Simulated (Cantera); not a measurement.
Thermodynamics of metals in furnace atmospheres, feed Pb + CO + N₂

Charge: 1 mol Pb, 2.3 mol CO, 43 mol N₂, held at 725 K and 1 atm.

Equilibrium computed with Cantera from the NASA thermochemical tables; the gas is ideal and each condensed phase is pure. Candidate condensed phases: C, Pb, PbO, PbO₂, Pb₃O₄; 27 gas species. Rates play no part.

```json
{
 "x(N₂)": "0.972",
 "x(CO₂)": "0.0240",
 "x(CO)": "0.00404",
 "n(C(graphite))": "1.06 mol",
 "n(Pb(l))": "1.00 mol",
 "gas_amount": "44.24 mol",
 "log10 activity of PbO₂(s) (absent)": "-20.60",
 "log10 activity of Pb₃O₄(s) (absent)": "-28.71"
}
```
